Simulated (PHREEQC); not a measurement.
Dissolve 0.053 mol/kgw Cu(BF4)2, 0.028 mol/kgw HNO3 and 0.0023 mol/kgw H3BO3 at 20 °C. Closed to the air; pH follows from the charge balance.

Computed with PHREEQC (ion-association model, wateq4f.dat).

```csv
quantity,before,after
pH,1.66,1.67
ionic strength (mol/kgw),0.186,0.185
BF4- (mol/kgw),0.101,0.101
HF (mol/kgw),0.00876,0.0100
BF3OH- (mol/kgw),0.00366,0.00321
H3BO3 (mol/kgw),0.00362,0.00209
SI of CuF2:2H2O (CuF2:2H2O),-4.28,-4.15
SI of Tenorite (CuO),-6.24,-6.23
```

**Question.** What was changed between the two runs?
A) H3BO3 from 0.0023 to 0.00023 mol/kgw
B) diluted 100-fold with water
C) HNO3 replaced by Cd(NO3)2 at the same molality
D) HNO3 replaced by NaNO3 at the same molality

**Answer.** A, H3BO3 from 0.0023 to 0.00023 mol/kgw

This is a speciation only: nothing precipitates in the calculation. Real BF4- forms and hydrolyses slowly; the run takes it at equilibrium.
